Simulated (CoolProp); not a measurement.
Saturation properties of cis-2-butene (Tc = 162.6 °C, pc = 4.236 MPa, ω = 0.202).

Model: reference Helmholtz-energy equation of state, Lemmon 2005, in CoolProp. It is a short technical equation, of lower accuracy than the large ones.

```
T (°C)  p (MPa)  liquid density (kg/m³)  vapour density (kg/m³)  enthalpy of vaporisation (kJ/kg)  liquid cp (kJ/(kg K))
------  -------  ----------------------  ----------------------  --------------------------------  ---------------------
64.75    0.6515                   564.6                   15.18                                 …                  2.465
71.05    0.7578                   555.7                   17.65                             336.7                  2.509
77.35    0.8764                   546.5                   20.44                             327.6                  2.558
83.55     1.006                       …                   23.56                             318.2                  2.610
89.85     1.152                   527.2                   27.13                             308.1                      …
96.15     1.312                   516.8                   31.19                                 …                  2.735
102.35    1.486                   506.1                   35.73                             286.2                  2.809
108.65    1.679                   494.6                   41.00                             274.0                  2.896
114.95    1.890                   482.3                   47.06                             260.8                  3.000
```

Q: Complete the blanks.

A: 
- 64.75, enthalpy of vaporisation (kJ/kg): 345.3
- 83.55, liquid density (kg/m³): 537.1
- 89.85, liquid cp (kJ/(kg K)): 2.669
- 96.15, enthalpy of vaporisation (kJ/kg): 297.4

It boils at 3.7 °C under 1 atm.
